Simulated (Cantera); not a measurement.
Carbothermic reduction: Ta2O5 + C + H2 + CH4

Input: 1 mol Ta2O5, 7.2 mol C, 2.6 mol H2, 2.7 mol CH4, held at 1002 °C and 41.0 Pa.

Equilibrium computed with Cantera from the NASA thermochemical tables; the gas is ideal and each condensed phase is pure. Candidate condensed phases: C, C6H6, C7H8, C8H18, H2O, Ta, TaC, Ta2O5; 113 gas species. TaC: taken at fixed stoichiometry. Condensed phases not in the tables: Ta2C. Equilibrium is a limit: real reactors are often held back by kinetics, nucleation or transport.

```yaml
x(H2): 0.615
x(CO): 0.385
x(H): 2.86e-5
x(CH4): 1.44e-6
x(H2O): 1.13e-6
n(C(graphite)): 2.90 mol
n(TaC(s)): 2.00 mol
gas_amount: 13.00 mol
log10 activity of Ta(s) (absent): -5.76
log10 activity of Ta2O5(s) (absent): -15.39
```
